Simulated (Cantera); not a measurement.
Feed: 1 mol BN, 4.7 mol O2, 0.7 mol N2, held at 1.30 Pa.

Equilibrium computed with Cantera from the NASA thermochemical tables; the gas is ideal and each condensed phase is pure. Candidate condensed phases: B, BN, B2O3; 17 gas species. Kinetics and transport are ignored.

x: gas mole fraction; n: condensed amount in mol.

```csv
T (°C),x O2,x O,x N2,x BO2,x B2O3,x BO,x NO,n B2O3(l)
527,0.767,1.94e-11,0.233,3.34e-12,1.46e-12,<1e-12,2.08e-6,0.500
627,0.767,1.31e-9,0.233,9.24e-10,1.23e-9,<1e-12,9.58e-6,0.500
727,0.767,3.82e-8,0.233,8.13e-8,2.58e-7,<1e-12,3.25e-5,0.500
827,0.767,6.06e-7,0.233,3.12e-6,1.97e-5,<1e-12,8.83e-5,0.500
927,0.766,6.08e-6,0.233,6.42e-5,0.000708,5.86e-11,0.000203,0.496
1027,0.755,4.26e-5,0.229,0.000819,0.0143,6.47e-9,0.000405,0.423
1127,0.697,0.000219,0.212,0.00482,0.0860,2.49e-7,0.000684,0
1227,0.693,0.000936,0.211,0.0103,0.0831,2.62e-6,0.00115,0
1327,0.687,?,0.210,?,0.0781,?,?,0
1427,0.675,0.0102,0.208,0.0338,0.0703,0.000119,0.00267,0
1527,0.652,0.0272,0.205,0.0526,0.0595,0.000556,0.00373,0
1627,0.610,0.0646,0.199,0.0735,0.0461,0.00211,0.00491,0
1727,?,?,0.189,0.0905,?,?,?,0
1827,0.435,0.254,0.174,0.0953,0.0179,0.0169,0.00673,0
```

Question: Fill in the missing entries.

Answer: 
- 1327, x O: 0.00333
- 1327, x BO2: 0.0197
- 1327, x BO: 2.01e-5
- 1327, x NO: 0.00181
- 1727, x O2: 0.540
- 1727, x O: 0.136
- 1727, x B2O3: 0.0315
- 1727, x BO: 0.00659
- 1727, x NO: 0.00602
